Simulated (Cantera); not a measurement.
Charge: 1 mol S, 0.84 mol H2, 0.24 mol N2, a varied amount of H2O, held at 2723.15 K and 750 Torr.

These are equilibrium values from Cantera (NASA tables, ideal gas, pure condensed phases), not measurements of a reactor. Candidate condensed phases: H2O, H2SO4, S; 35 gas species. Kinetics and transport are ignored.

x: gas mole fraction; nothing condenses.

| n(H2O) (mol) | x H2O | x H2 | x S2 | x N2 | x SH | x SO | x SO2 | x S | x H | x H2S | x OH |
|---|---|---|---|---|---|---|---|---|---|---|---|
| 0.055 | 0.0214 | 0.423 | 0.217 | 0.141 | 0.0700 | 0.00933 | 0.000414 | 0.0483 | 0.0403 | 0.0275 | 0.000534 |
| 0.1 | 0.0372 | 0.419 | 0.206 | 0.137 | 0.0679 | 0.0160 | 0.00125 | 0.0471 | 0.0401 | 0.0265 | 0.000932 |
| 0.18 | 0.0623 | 0.413 | 0.188 | 0.130 | 0.0645 | 0.0260 | 0.00344 | 0.0450 | 0.0398 | 0.0250 | 0.00157 |
| 0.33 | 0.102 | 0.404 | 0.160 | 0.119 | 0.0589 | 0.0400 | 0.00884 | 0.0415 | 0.0394 | 0.0226 | 0.00260 |
| 0.61 | 0.159 | 0.393 | 0.121 | 0.102 | 0.0504 | 0.0557 | 0.0197 | 0.0361 | 0.0388 | 0.0190 | 0.00410 |
| 1.1 | … | 0.378 | … | … | … | 0.0671 | … | … | 0.0381 | … | … |
| 2 | 0.320 | 0.356 | 0.0369 | 0.0608 | 0.0265 | 0.0686 | 0.0542 | 0.0199 | 0.0370 | 0.00952 | 0.00871 |
| 3.7 | … | … | … | … | … | … | 0.0671 | … | 0.0348 | … | … |
| 6.8 | 0.563 | 0.250 | 0.00136 | 0.0262 | 0.00426 | 0.0329 | 0.0650 | 0.00382 | 0.0310 | 0.00128 | 0.0183 |

### Question
Complete the blanks.

### Answer

- 1.1, x H2O: 0.230
- 1.1, x S2: 0.0772
- 1.1, x N2: 0.0821
- 1.1, x SH: 0.0395
- 1.1, x SO2: 0.0359
- 1.1, x S: 0.0288
- 1.1, x H2S: 0.0147
- 1.1, x OH: 0.00607
- 3.7, x H2O: 0.433
- 3.7, x H2: 0.315
- 3.7, x S2: 0.0104
- 3.7, x N2: 0.0412
- 3.7, x SH: 0.0132
- 3.7, x SO: 0.0556
- 3.7, x S: 0.0106
- 3.7, x H2S: 0.00447
- 3.7, x OH: 0.0125
